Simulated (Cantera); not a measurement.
Input: 1 mol Cu, 4.5 mol F₂, at 875 °C and 75.0 Torr.

Equilibrium computed with Cantera from the NASA thermochemical tables; the gas is ideal and each condensed phase is pure. Candidate condensed phases: Cu, CuF₂; 6 gas species. Rates play no part.

Base state: F 0.653, F₂ 0.342, CuF₂ 0.00475 (mole fractions); condensed: CuF₂(l).

Question: What changes in the equilibrium state with this change: pressure from 75.0 Torr to 1.00 Torr?

Answer: 
```
species        before    after
------------  -------  -------
F               0.653    0.866
CuF₂          0.00475    0.126
F₂              0.342  0.00802
CuF₂(l), mol    0.975        0
```
